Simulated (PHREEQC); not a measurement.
## Ultrapure water in contact with air or piping: an equilibrium model

A made-up water analysis in mmol/kgw, 25 °C, pH 6.41, pe 10:

| constituent | mmol/kgw |
|---|---|
| Na | 0.0067 |
| K | 0.00126 |
| Ca | 0.0165 |
| Mg | 0.000239 |
| Cl | 0.0187 |
| S(6) | 0.00953 |
| Alkalinity (meq/kgw) | 0.00391 |
| Cu(2) | 0.00031 |
| N(5) | 0.000123 |
| Zn | 1.4e-05 |
| Br | 1.12e-05 |

Valence states are taken as typed.

Equilibrium calculation in PHREEQC: ion-association model, phreeqc.dat.

Precipitation was switched off in this run.

Q: Estimate the charge-balance error.

A: charge-balance error 0.3 %.

Q: In which forms is C present?

A: HCO3- 54 %, CO2 46 % of the C.

Complexes and solids missing from the database can't appear. The database's constant for dissolved Cu(OH)2 is higher than later reviews accept.
